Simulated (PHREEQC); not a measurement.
Consider water at 20 °C with 0.015 mol/kgw K2CO3 and 0.01 mol/kgw K2SO4. Closed to the air; pH follows from the charge balance.

All values are PHREEQC results (ion-association model, wateq4f.dat), not measurements.

| quantity | before | after |
|---|---|---|
| pH | 11.15 | 11.53 |
| ionic strength (mol/kgw) | 0.0715 | 0.0724 |
| CO3-2 (mol/kgw) | 0.0138 | 0.0142 |
| HCO3- (mol/kgw) | 0.00122 | 0.000799 |
| CO2 (mol/kgw) | 1.65e-8 | 6.14e-9 |

Q: What was changed between the two runs?
A. temperature from 20 to 5 °C
B. K2SO4 left out
C. K2SO4 from 0.01 to 0.009 mol/kgw
D. 0.0024 mol/kgw KHSO4 added
E. K2CO3 replaced by NaHCO3 at the same molality

A: A, temperature from 20 to 5 °C

No solid was allowed to form. Away from 25 °C the constants follow the database's enthalpies or fits; those with neither stay at their 25 °C values.
